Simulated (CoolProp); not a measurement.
The fluid at 494.39 K and 0.238 MPa expands adiabatically to 0.0235 MPa with isentropic efficiency 0.8. The same conditions are run with several fluids, on thermodynamics alone (safety and materials aside).

Values from CoolProp's reference Helmholtz-energy equation of state of each fluid (n-decane: Lemmon 2006; n-octane: Beckmüller 2019; trans-2-butene: Lemmon 2005; carbonyl sulfide: Lemmon 2006; m-xylene: Zhou 2012).

Task: Rank n-decane, n-octane, trans-2-butene, carbonyl sulfide, m-xylene by work (kJ/kg), highest first.

Result: trans-2-butene (125), carbonyl sulfide (104), m-xylene (66.5), n-octane (62.6), n-decane (49.6)

```csv
fluid,final temperature (K),final density (kg/m³)
n-decane,469.7,0.866
n-octane,465.8,0.698
trans-2-butene,435.6,0.365
carbonyl sulfide,359.9,0.472
m-xylene,454.5,0.665
```
